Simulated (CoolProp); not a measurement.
The fluid at 369.35 K and 0.351 MPa is throttled through a valve to 0.134 MPa with no heat exchange. The same conditions are run with several fluids, on thermodynamics alone (safety and materials aside).

Values from CoolProp's reference Helmholtz-energy equation of state of each fluid (C2F6 (R116): Lemmon 2006; methane: Setzmann 1991; CH2F2 (R32): Tillner-Roth 1997; isobutene: Lemmon 2005; R125: Lemmon 2005).

```csv
fluid,temperature change (K),final density (kg/m³)
C2F6 (R116),?,?
methane,?,?
CH2F2 (R32),-2.8,?
isobutene,-2.9,?
R125,?,?
```

Question: Complete the blanks.

Answer: 
- C2F6 (R116), temperature change (K): -1.0
- C2F6 (R116), final density (kg/m³): 6.08
- methane, temperature change (K): -0.6
- methane, final density (kg/m³): 0.702
- CH2F2 (R32), final density (kg/m³): 2.31
- isobutene, final density (kg/m³): 2.51
- R125, temperature change (K): -1.6
- R125, final density (kg/m³): 5.31
